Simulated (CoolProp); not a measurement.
Computed with CoolProp (reference Helmholtz-energy equation of state, Lemmon 2006). It is a short technical equation, of lower accuracy than the large ones.

Give the vapour pressure (MPa), liquid cp (kJ/(kg K)), surface tension (mN/m), liquid viscosity (µPa s) of saturated C3F8 (R218) at 246.3, 256.8, 267.2 K.


| T (K) | p (MPa) | liquid cp (kJ/(kg K)) | surface tension (mN/m) | liquid viscosity (µPa s) |
|---|---|---|---|---|
| 246.3 | 0.156 | 0.998 | 9.34 | 371 |
| 256.8 | 0.235 | 1.02 | 8.14 | 314 |
| 267.2 | 0.340 | 1.05 | 6.98 | 268 |

Viscosity comes from a separate model (Huber 2003), an estimate that may be off by 10 % or more. Surface tension comes from a separate correlation (Mulero 2012).
